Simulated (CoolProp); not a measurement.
Computed with CoolProp (reference Helmholtz-energy equation of state, Smukala 2000).

Q: Give the vapour pressure (bar), vapour density (kg/m³), liquid cp (kJ/(kg K)) of saturated ethylene at -52.85, -32.65 °C.

A: 
| T (°C) | p (bar) | vapour density (kg/m³) | liquid cp (kJ/(kg K)) |
|---|---|---|---|
| -52.85 | 9.66 | 17.6 | 2.70 |
| -32.65 | 18.0 | 33.6 | 3.06 |
